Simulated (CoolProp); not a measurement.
Vapour-liquid equilibrium of dimethyl carbonate (1) + n-octane (2) at 0.418 MPa; x and y are mole fractions of (1).

Values from CoolProp's multi-fluid Helmholtz-energy mixture model, Zhou 2011 and Beckmüller 2019; pair parameters Bell 2016.

```csv
x,"bubble temperature, mixture model (°C)","bubble temperature, Raoult's law (°C)","y, mixture model","y, Raoult's law"
0.05,176.6,182.2,0.189,0.116
0.2,158.8,172.9,0.507,0.388
0.35,150.0,165.1,0.644,0.580
0.5,145.6,158.6,0.718,0.721
0.65,143.1,152.9,0.774,0.829
0.8,141.6,147.9,0.836,0.913
0.95,141.5,143.5,0.941,0.981
```

The largest gap from Raoult's law is -15.1 K in bubble temperature, at x = 0.35. y crosses x between x = 0.8 and 0.95: the model has an azeotrope there.

The pair parameters rest on a limited set of measurements; away from them the model extrapolates.
